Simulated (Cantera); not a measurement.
A closed system holds: 1 mol SiC, 0.014 mol O2, 700 mol H2, held at 1750 °C and 5.20 Pa.

These are equilibrium values from Cantera (NASA tables, ideal gas, pure condensed phases), not measurements of a reactor. Candidate condensed phases: C, C6H6, C7H8, C8H18, H2O, Si, SiC, SiO2; 123 gas species. The numbers say what is thermodynamically allowed, not how fast it happens.

Base state: H2 0.767, H 0.231, Si 0.00121, C2H2 (acetylene) 0.000562, SiC2 4.56e-5, CO 3.53e-5 (mole fractions); condensed: gas only.

**Question.** What changes in the equilibrium state with this change: temperature from 1750 °C to 1500 °C?

**Answer.** 
| species | before | after |
|---|---|---|
| H2 | 0.767 | 0.960 |
| H | 0.231 | 0.0387 |
| Si | 0.00121 | 0.000873 |
| C2H2 (acetylene) | 0.000562 | 0.000135 |
| SiC2 | 4.56e-5 | 1.09e-5 |
| CO | 3.53e-5 | 3.90e-5 |
| C(graphite), mol | 0 | 0.407 |
| SiC(s), mol | 0 | 0.351 |
